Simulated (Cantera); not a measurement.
Feed: 1 mol Al2O3, 33 mol HCl, 1.2 mol O2, held at 1250 K and 2.10 Pa.

Method: chemical equilibrium by Gibbs-energy minimisation in Cantera with the NASA 1993 tables (ideal gas, pure condensed phases). Candidate condensed phases: Al, AlCl3, Al2O3, H2O; 29 gas species. Rates play no part.

Base state: HCl 0.888, Cl 0.0607, H2O 0.0316, O2 0.0188, Cl2 0.00127, OH 2.61e-5 (mole fractions); condensed: Al2O3(s).

What changes in the equilibrium state with this change: Al2O3 replaced by B2O3?


| species | before | after |
|---|---|---|
| HCl | 0.888 | 0.845 |
| Cl | 0.0607 | 0.0745 |
| HBO2 | 0 | 0.0460 |
| H2O | 0.0316 | 0.0164 |
| O2 | 0.0188 | 0.0140 |
| B2O3 | 0 | 0.00210 |
| BOCl | 0 | 0.000362 |
| Al2O3(s), mol | 1.000 | 0 |
| B2O3(l), mol | 0 | 0.0963 |
The tables' values for BOCl are old estimates; treat these amounts as uncertain. Further candidate phases: B, B2O3, B3O3H3.

What changes in the equilibrium state with this change: temperature from 1250 K to 1150 K?


```csv
species,before,after
HCl,0.888,0.914
Cl,0.0607,0.0362
O2,0.0188,0.0240
H2O,0.0316,0.0217
OH,2.61e-5,5.90e-6
Cl2,0.00127,0.00365
"Al2O3(s), mol",1.000,1.000
```
